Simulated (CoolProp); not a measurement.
Vapour-liquid equilibrium of carbon dioxide (1) + R22 (2) at 5.32 bar; x and y are mole fractions of (1).

The numbers come from the multi-fluid Helmholtz-energy mixture model, Span 1996 and Kamei 1995; pair parameters Bell 2016 in CoolProp.

### Question
Give the bubble temperature and the first vapour's composition at x = 0.25, 0.45, 0.95. Is there an azeotrope?

### Answer
x = 0.25: 249.7 K, y = 0.677; x = 0.45: 236.4 K, y = 0.864; x = 0.95: 218.4 K, y = 0.995. No azeotrope shows between x = 0.05 and 0.95.

The pair parameters rest on a limited set of measurements; away from them the model extrapolates.
